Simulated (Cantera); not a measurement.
Premixed flame

A freely propagating, adiabatic, planar premixed flame of 28.2 % H2, 12.8 % O2, 59.0 % N2, equivalence ratio 1.1, unburnt at 398 K and 0.250 bar; mixture-averaged transport, grid criteria slope 0.08 and curve 0.16, no radiation.

Computed with Cantera and the H2/O2 subset of GRI-Mech 3.0, which has no nitrogen chemistry. Burning velocities carry a grid error of a few per cent, more on coarse grids.

| z (mm) | T (K) | u (m/s) | x H2 | x O2 | x HO2 | x H2O | x O | x H2O2 |
|---|---|---|---|---|---|---|---|---|
| -7.94 | 398 | 2.91 | 0.282 | 0.128 | <1e-8 | <1e-8 | <1e-8 | <1e-8 |
| -5.29 | 398 | 2.91 | 0.282 | 0.128 | <1e-8 | <1e-8 | <1e-8 | <1e-8 |
| -3.97 | 398 | 2.91 | 0.282 | 0.128 | <1e-8 | <1e-8 | <1e-8 | <1e-8 |
| -2.65 | 398 | 2.91 | 0.282 | 0.128 | <1e-8 | <1e-8 | <1e-8 | <1e-8 |
| -1.32 | 401 | 2.92 | 0.280 | 0.129 | 3.85e-5 | 6.18e-5 | 5.41e-7 | 1.22e-6 |
| -0.662 | 589 | 4.20 | 0.253 | 0.125 | 9.58e-5 | 0.0137 | 9.44e-5 | 2.56e-5 |
| 0 | 1042 | 7.19 | 0.151 | 0.0904 | 2.76e-5 | 0.0932 | 0.00368 | 1.05e-6 |
| 0.662 | 1344 | 9.16 | 0.0612 | 0.0340 | 9.02e-6 | 0.195 | 0.00890 | 1.20e-6 |
| 1.32 | 1475 | 9.98 | 0.0473 | 0.0215 | 5.07e-6 | 0.218 | 0.00911 | 9.45e-7 |
| 2.65 | 1609 | 10.8 | 0.0476 | 0.0179 | 3.60e-6 | 0.226 | 0.00821 | 5.75e-7 |
| 5.29 | 1751 | 11.6 | 0.0477 | 0.0148 | 2.54e-6 | 0.235 | 0.00668 | 2.99e-7 |
| 10.6 | 1889 | 12.4 | 0.0459 | 0.0115 | 1.74e-6 | 0.246 | 0.00489 | 1.57e-7 |
| 21.2 | 2014 | 13.1 | 0.0425 | 0.00832 | 1.14e-6 | 0.257 | 0.00318 | 8.86e-8 |
x: mole fraction of selected species; z is measured from the peak of heat release.

```
Property                    Result
------------------------  --------
laminar burning velocity  291 cm/s
thermal thickness          2.65 mm
peak x(HO2)               0.000155
peak x(O)                  0.00920
peak x(H2O2)               2.74e-5
grid points                    139
```
